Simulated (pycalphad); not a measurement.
Solubility of B in bcc Ti

Source of the numbers: pycalphad with the COST 507 light-alloy database (1999); pressure 1 atm. The data set is of 1999 and partly superseded.

Each column gives the B content (at.%) of the matrix in two-phase equilibrium with that one phase alone, all others suspended, so the columns of phases that are not stable there are metastable solubilities; "dissolved" means that the alloy named is a single phase.

```
T (K)  against BM  against B4M3  against B2M  stable phases of Ti-15B (at.%)
-----  ----------  ------------  -----------  ------------------------------
1240         0.14          0.19         0.28                        bcc + BM
1320         0.15          0.20         0.29                        bcc + BM
1410         0.17          0.22         0.31                        bcc + BM
1490         0.18          0.24         0.32                        bcc + BM
1570         0.19          0.25         0.34                        bcc + BM
1650         0.20          0.26         0.35                        bcc + BM
1730         0.21          0.27         0.36                        bcc + BM
1810         0.22          0.28         0.37                        bcc + BM
```

Q: Fit ln x(B) against 1/T for the solubility against BM (mole fractions, points under 5 at.%).

A: The slope gives Q ≈ 14 kJ per mole of dissolved B, with a prefactor of about 0.0057; the line misses the points by up to 0.47 %.

Database names, with the compositions (at.%) that they take in these runs: BM: Ti 50 B 50; B4M3: B 57 Ti 43; B2M: B 67 Ti 33.
